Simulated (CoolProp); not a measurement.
n-undecane along the isobar 7.63 bar: density (kg/m³) from the reference equation and from simpler models built on Tc = 365.7 °C, pc = 19.90 bar, ω = 0.539; each cubic takes its own stable root.

The numbers come from the reference Helmholtz-energy equation of state, Aleksandrov 2011 in CoolProp. It is a short technical equation, of lower accuracy than the large ones.

```csv
T (°C),phase,reference
25.05,liquid,737.0
43.15,liquid,723.2
61.15,liquid,709.6
79.15,liquid,695.9
97.25,liquid,682.0
115.25,liquid,668.1
133.35,liquid,653.7
151.35,liquid,639.2
169.45,liquid,624.1
187.45,liquid,608.5
```

How far does each simpler model (Soave-Redlich-Kwong, Peng-Robinson) lie from the reference over these 10 states: mean and median of the absolute difference, and the worst?


- Soave-Redlich-Kwong: mean 15.7 %, median 15.4 %, worst -17.5 % at 25.05 °C and 7.63 bar
- Peng-Robinson: mean 5.1 %, median 4.8 %, worst -7.5 % at 25.05 °C and 7.63 bar
